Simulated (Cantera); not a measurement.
An adiabatic, constant-volume homogeneous reactor starts with 8.38 % CH4, 19.3 % O2, 72.4 % N2, at 1475 K and 9.87 atm.

Model: GRI-Mech 3.0 (53 species, 325 reactions), integrated in Cantera. Above 3000 K some thermodynamic fits are extrapolated.

One state of this run: T (K) = 3030; P (bar) = 21.1; x CH4 = <1e-12; x O2 = 0.0277; x H = 0.00365; x C2H4 = <1e-12; x NO = 0.0170; x HCO = 1.52e-7; x CH2CO = <1e-12. x: mole fraction; the columns are a selection and need not sum to one.

**Question.** Which value of t (s) does it belong to?
(A) 0.154
(B) 3.00e-6
(C) 8.88e-6
(D) 7.77e-5

**Answer.** A, 0.154
